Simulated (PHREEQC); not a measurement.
0.03 g of hydrous ferric oxide (600 m²/g; 0.2 weak and 0.005 strong sites per Fe, Dzombak-Morel constants, diffuse double layer) in 1 kg of water with 0.01 mol/kgw of an inert sodium salt and 2.1e-06 mol Ag2SO4 and 5.7e-07 mol PbCl2, at 25 °C; the pH is set by adding NaOH or the inert anion's acid. Oxygen is held at 0.21 atm. The system is closed to CO2. Precipitation was switched off in this run.

Base run: PHREEQC, ion-association model, wateq4f.dat. Each further column changes one thing. The table gives Ag sorbed (%).

```
pH    base  no electrostatic term (-no_edl)  background salt from 0.01 to 0.001 mol/kgw  oxide from 0.03 to 0.15 g/kgw
----  ----  -------------------------------  ------------------------------------------  -----------------------------
4      0.0                              0.0                                         0.0                            0.1
4.5    0.0                              0.0                                         0.1                            0.2
5.5    0.4                              0.0                                  (withheld)                            2.9
6      1.3                              0.1                                  (withheld)                            8.7
6.5    3.8                              0.8                                         4.1                           22.3
7.5   16.4                             14.9                                        16.9                           68.1
8     23.4                             23.4                                        23.8                           85.4
8.5   30.1                             29.5                                        30.6                           94.4
9.5   58.1                       (withheld)                                        59.5                           99.4
10    77.7                             40.7                                        79.1                           99.8
10.5  90.5                             41.2                                        91.4                           99.9
11.5  98.1                             45.3                                        98.4                          100.0
12    98.0                             41.9                                        98.4                          100.0
```

**Question.** Complete the blanks.

**Answer.** 
- 5.5, background salt from 0.01 to 0.001 mol/kgw: 0.5
- 6, background salt from 0.01 to 0.001 mol/kgw: 1.5
- 9.5, no electrostatic term (-no_edl): 38.9
